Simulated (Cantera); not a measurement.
Input (Python, Cantera) and output of one run.

```python
import numpy as np
import cantera as ct

gas_names = """
    H H2 N NH NH2 NH3 N2 N2H2 N2H4 V VN
""".split()
cond_names = """
    V(cr) V(L) VN(s)
""".split()


# ... load() reads the species with a 1 bar reference pressure and builds the phases ...
atoms = {
    'V': {'V': 1},
    'N2': {'N': 2},
    'H2': {'H': 2},
}
top_T = {'VN(s)': 2300}  # K; cautious upper limits of use, not melting points


# ... equilibrate(T, P, feed) seeds the gas with the atoms and calls Mixture.equilibrate('TP', solver="vcs", rtol=1e-11, max_steps=5000) ...
results = []
feed = {'V': 1, 'N2': 0.73, 'H2': 4}  # mol
T = 1100  # K
P = 13000  # Pa
mix = equilibrate(T, P, feed)
results.append((T, P, feed, dict(zip(mix.species_names, mix.species_moles))))
print(gas.report(threshold=0.001))
for i in range(1, mix.n_phases):
    print(f"{mix.phase(i).name:16s} {mix.phase_moles(i):12.5e} mol")
```

Result:

```
       temperature   1100 K
          pressure   13000 Pa
           density   0.0048749 kg/m^3
  mean mol. weight   3.4296 kg/kmol
   phase of matter   gas

                          1 kg             1 kmol
                     ---------------   ---------------
          enthalpy        6.9344e+06        2.3782e+07  J
   internal energy        4.2677e+06        1.4636e+07  J
           entropy             55759        1.9123e+05  J/K
    Gibbs function       -5.4401e+07       -1.8658e+08  J
 heat capacity c_p            8972.8             30773  J/K
 heat capacity c_v            6548.5             22459  J/K

                      mass frac. Y      mole frac. X     chem. pot. / RT
                     ---------------   ---------------   ---------------
                H2           0.55585           0.94562           -19.844
                N2            0.4441           0.05437           -30.066
     [   +9 minor]        4.4003e-05        8.9267e-06

V(cr)             0.00000e+00 mol
VN(s)             1.00000e+00 mol
```

Equilibrium computed with Cantera from the NASA thermochemical tables; the gas is ideal and each condensed phase is pure. VN: taken at fixed stoichiometry. Condensed phases not in the tables: V2N.
